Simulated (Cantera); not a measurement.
Feed: 1 mol SiHCl3, 17 mol N2, equilibrated at 1.33 mbar.

Method: chemical equilibrium by Gibbs-energy minimisation in Cantera with the NASA 1993 tables (ideal gas, pure condensed phases). Candidate condensed phases: NH4Cl, Si, Si3N4; 28 gas species. N2 is the only nitrogen source here; it is nearly inert below about 1500 K, so the nitride shown seldom forms there in practice. The tables' values for SiCl3 are old estimates; treat these amounts as uncertain. Rates play no part.

log p: log10 of the partial pressure in bar; n: condensed amount in mol.

```csv
T (K),log p N2,log p HCl,log p SiCl2,log p SiCl4,log p SiCl3,log p H2,log p Cl,n Si3N4(s)
925,-2.91,-4.19,-9.13,-4.41,-7.57,-5.39,-11.09,0.157
1000,-2.91,-4.18,-7.94,-4.42,-6.87,-5.44,-10.13,0.158
1075,-2.91,-4.17,-6.91,-4.42,-6.27,-5.49,-9.31,0.158
1150,-2.91,-4.17,-6.03,-4.44,-5.76,-5.53,-8.59,0.156
1225,-2.91,-4.17,-5.28,-4.50,-5.34,-5.54,-7.97,[?]
1300,-2.92,-4.18,-4.69,-4.68,-5.07,-5.51,-7.46,[?]
1375,-2.92,-4.21,-4.31,-5.15,-5.07,-5.35,-7.08,[?]
```

**Question.** Fill in the missing entries.

**Answer.** 
- 1225, n Si3N4(s): 0.143
- 1300, n Si3N4(s): 0.102
- 1375, n Si3N4(s): 0.0325
